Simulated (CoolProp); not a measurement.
Values from CoolProp's reference Helmholtz-energy equation of state, Wagner 2002.

Problem. For water, give the phase and the Joule-Thomson coefficient (K/MPa), Prandtl number at 356.7 K and 0.779 MPa; 458.6 K and 0.779 MPa; 581 K and 0.779 MPa.

Solution. 
- 356.7 K and 0.779 MPa: liquid; Joule-Thomson coefficient -0.188, Prandtl number 2.13
- 458.6 K and 0.779 MPa: gas; Joule-Thomson coefficient 27.5, Prandtl number 1.06
- 581 K and 0.779 MPa: gas; Joule-Thomson coefficient 11.8, Prandtl number 0.951

Viscosity comes from a separate model (Huber 2009). Thermal conductivity comes from a separate model (Huber 2012).
